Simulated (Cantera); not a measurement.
An isothermal, constant-pressure homogeneous reactor starts with CH4 : CO2 = 1 : 3.8 (molar parts), at 1475 K and 760 Torr. Integrator tolerance rtol = 1e-08.

Model: GRI-Mech 3.0 (53 species, 325 reactions), integrated in Cantera.

Task: What does this change do: temperature 1475 to 1375 K?

Result: 
```json
[
 {"quantity": "x(CH4) at 50.0 s", "before": "0.00470 (gas-phase equilibrium 3.40e-8)", "after": "0.0235 (gas-phase equilibrium 1.66e-7)"},
 {"quantity": "x(CO2) at 50.0 s", "before": "0.258 (gas-phase equilibrium 0.245)", "after": "0.402 (gas-phase equilibrium 0.254)"},
 {"quantity": "x(C2H4) at 50.0 s", "before": "9.25e-5 (gas-phase equilibrium <1e-12)", "after": "0.00295 (gas-phase equilibrium <1e-12)"},
 {"quantity": "x(HO2) at 50.0 s", "before": "<1e-12 (gas-phase equilibrium <1e-12)", "after": "<1e-12 (gas-phase equilibrium <1e-12)"},
 {"quantity": "x(CH2O) at 50.0 s", "before": "1.40e-7 (gas-phase equilibrium 2.63e-8)", "after": "1.20e-6 (gas-phase equilibrium 2.84e-8)"},
 {"quantity": "x(O) at 50.0 s", "before": "4.31e-12 (gas-phase equilibrium 5.09e-12)", "after": "<1e-12 (gas-phase equilibrium <1e-12)"},
 {"quantity": "x(C2H2) at 50.0 s", "before": "0.00208 (gas-phase equilibrium <1e-12)", "after": "0.0408 (gas-phase equilibrium <1e-12)"}
]
```

Task: What does this change do: CO2 3.8 to 21 parts?

Result: 
```tsv
quantity	before	after
x(CH4) at 50.0 s	0.00470 (gas-phase equilibrium 3.40e-8)	1.55e-5 (gas-phase equilibrium 3.52e-12)
x(CO2) at 50.0 s	0.258 (gas-phase equilibrium 0.245)	0.757 (gas-phase equilibrium 0.757)
x(C2H4) at 50.0 s	9.25e-5 (gas-phase equilibrium <1e-12)	8.37e-9 (gas-phase equilibrium <1e-12)
x(HO2) at 50.0 s	<1e-12 (gas-phase equilibrium <1e-12)	<1e-12 (gas-phase equilibrium <1e-12)
x(CH2O) at 50.0 s	1.40e-7 (gas-phase equilibrium 2.63e-8)	1.25e-8 (gas-phase equilibrium 4.70e-10)
x(O) at 50.0 s	4.31e-12 (gas-phase equilibrium 5.09e-12)	3.01e-11 (gas-phase equilibrium 4.53e-11)
x(C2H2) at 50.0 s	0.00208 (gas-phase equilibrium <1e-12)	3.30e-6 (gas-phase equilibrium <1e-12)
```
